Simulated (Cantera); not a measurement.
A Cantera script and what it prints.

```python
import numpy as np
import cantera as ct

gas_names = """
    CL CL2 H HCL H2 Pb PbCL PbCL2 PbCL4 Pb2
""".split()
cond_names = """
    Pb(cr) Pb(L) PbCL2(s) PbCL2(L)
""".split()


# ... load() reads the species with a 1 bar reference pressure and builds the phases ...
atoms = {
    'PbCl2': {'Pb': 1, 'CL': 2},
    'HCl': {'H': 1, 'CL': 1},
    'H2': {'H': 2},
}
top_T = {}  # K; cautious upper limits of use, not melting points


# ... equilibrate(T, P, feed) seeds the gas with the atoms and calls Mixture.equilibrate('TP', solver="vcs", rtol=1e-11, max_steps=5000) ...
results = []
feed = {'PbCl2': 1, 'HCl': 0.53, 'H2': 0.32}  # mol
P = 28000  # Pa
for T in [1275, 1350, 1425, 1500, 1575, 1650, 1725, 1800, 1875, 1950]:
    mix = equilibrate(T, P, feed)
    results.append((T, P, feed, dict(zip(mix.species_names, mix.species_moles))))
    x = sorted(zip(gas.X, gas.species_names), reverse=True)
    print(f"T = {T:g} K  P = {P:g} Pa  gas = {mix.phase_moles(0):.4g} mol")
    print("   x: " + "  ".join(f"{s} {v:.3e}" for v, s in x if v > 1e-05))
    print("   condensed (mol): " + ("  ".join(f"{mix.phase(i).name} {mix.phase_moles(i):.4g}"
          for i in range(1, mix.n_phases) if mix.phase_moles(i) > 1e-12) or "none"))
```

Result:

```
T = 1275 K  P = 28000 Pa  gas = 1.93 mol
   x: PbCL2 3.811e-01  HCL 3.577e-01  H2 1.242e-01  PbCL 1.134e-01  PbCL4 1.938e-02  Pb 4.250e-03
   condensed (mol): none
T = 1350 K  P = 28000 Pa  gas = 1.976 mol
   x: HCL 3.958e-01  PbCL2 3.519e-01  PbCL 1.366e-01  H2 9.815e-02  PbCL4 1.101e-02  Pb 6.487e-03
   condensed (mol): none
T = 1425 K  P = 28000 Pa  gas = 2.015 mol
   x: HCL 4.268e-01  PbCL2 3.221e-01  PbCL 1.583e-01  H2 7.694e-02  Pb 9.280e-03  PbCL4 6.572e-03  CL 1.624e-05
   condensed (mol): none
T = 1500 K  P = 28000 Pa  gas = 2.048 mol
   x: HCL 4.523e-01  PbCL2 2.944e-01  PbCL 1.771e-01  H2 5.943e-02  Pb 1.243e-02  PbCL4 4.189e-03  CL 4.975e-05
   condensed (mol): none
T = 1575 K  P = 28000 Pa  gas = 2.077 mol
   x: HCL 4.732e-01  PbCL2 2.705e-01  PbCL 1.925e-01  H2 4.508e-02  Pb 1.568e-02  PbCL4 2.868e-03  CL 1.391e-04  H 1.667e-05
   condensed (mol): none
T = 1650 K  P = 28000 Pa  gas = 2.1 mol
   x: HCL 4.899e-01  PbCL2 2.506e-01  PbCL 2.046e-01  H2 3.355e-02  Pb 1.879e-02  PbCL4 2.106e-03  CL 3.600e-04  H 3.144e-05
   condensed (mol): none
T = 1725 K  P = 28000 Pa  gas = 2.12 mol
   x: HCL 5.028e-01  PbCL2 2.348e-01  PbCL 2.137e-01  H2 2.456e-02  Pb 2.159e-02  PbCL4 1.650e-03  CL 8.720e-04  H 5.500e-05
   condensed (mol): none
T = 1800 K  P = 28000 Pa  gas = 2.136 mol
   x: HCL 5.120e-01  PbCL2 2.221e-01  PbCL 2.206e-01  Pb 2.402e-02  H2 1.779e-02  CL 1.988e-03  PbCL4 1.364e-03  H 9.024e-05  CL2 1.109e-05
   condensed (mol): none
T = 1875 K  P = 28000 Pa  gas = 2.152 mol
   x: HCL 5.179e-01  PbCL 2.259e-01  PbCL2 2.116e-01  Pb 2.617e-02  H2 1.288e-02  CL 4.280e-03  PbCL4 1.168e-03  H 1.406e-04  CL2 2.609e-05
   condensed (mol): none
T = 1950 K  P = 28000 Pa  gas = 2.168 mol
   x: HCL 5.204e-01  PbCL 2.303e-01  PbCL2 2.016e-01  Pb 2.828e-02  H2 9.468e-03  CL 8.685e-03  PbCL4 1.010e-03  H 2.108e-04  CL2 5.742e-05
   condensed (mol): none
```

These are equilibrium values from Cantera (NASA tables, ideal gas, pure condensed phases), not measurements of a reactor. The tables' values for PbCl4 are old estimates; treat these amounts as uncertain.
